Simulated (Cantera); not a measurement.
Cantera run, input and output.

```python
import numpy as np
import cantera as ct

gas = ct.Solution("gri30.yaml", transport_model="multicomponent")
show = ['CH3', 'H', 'N2']

rows = []
print(f"{'T/K':>7s}{'rho':>11s}{'cp':>10s}{'mu':>11s}{'lambda':>11s}{'Pr':>7s}" + "".join(f"{'D_' + s:>11s}" for s in show))
for T in [400, 550, 700, 850, 1000, 1150]:
    gas.TPX = T, 101325, {'NO': 0.35, 'N2': 0.63}
    Pr = gas.cp_mass * gas.viscosity / gas.thermal_conductivity
    D = [gas.mix_diff_coeffs_mole[gas.species_index(s)] for s in show]
    rows.append([gas.density, gas.cp_mass, gas.viscosity, gas.thermal_conductivity, Pr, *D])
    print(f"{T:7g}{gas.density:11.4e}{gas.cp_mass:10.1f}{gas.viscosity:11.4e}"
          f"{gas.thermal_conductivity:11.4e}{Pr:7.3f}" + "".join(f"{d:11.4e}" for d in D))
print("SI units: kg/m3, J/kg/K, Pa s, W/m/K, m2/s")
```

Result:

```
    T/K        rho        cp         mu     lambda     Pr      D_CH3        D_H       D_N2
    400 8.7516e-01    1028.7 2.2625e-05 3.2781e-02  0.710 3.7323e-05 2.0326e-04 3.3875e-05
    550 6.3648e-01    1051.4 2.8244e-05 4.1968e-02  0.708 6.4760e-05 3.5273e-04 5.8395e-05
    700 5.0009e-01    1084.9 3.3225e-05 5.1005e-02  0.707 9.7632e-05 5.3181e-04 8.7736e-05
    850 4.1184e-01    1122.6 3.7781e-05 6.0029e-02  0.707 1.3546e-04 7.3790e-04 1.2149e-04
   1000 3.5007e-01    1155.8 4.2028e-05 6.8758e-02  0.706 1.7791e-04 9.6914e-04 1.5935e-04
   1150 3.0440e-01    1179.6 4.6035e-05 7.6892e-02  0.706 2.2470e-04 1.2241e-03 2.0110e-04
SI units: kg/m3, J/kg/K, Pa s, W/m/K, m2/s
```

Model: GRI-Mech 3.0 (53 species, 325 reactions), integrated in Cantera. The composition is frozen, though it would react at the higher temperatures.
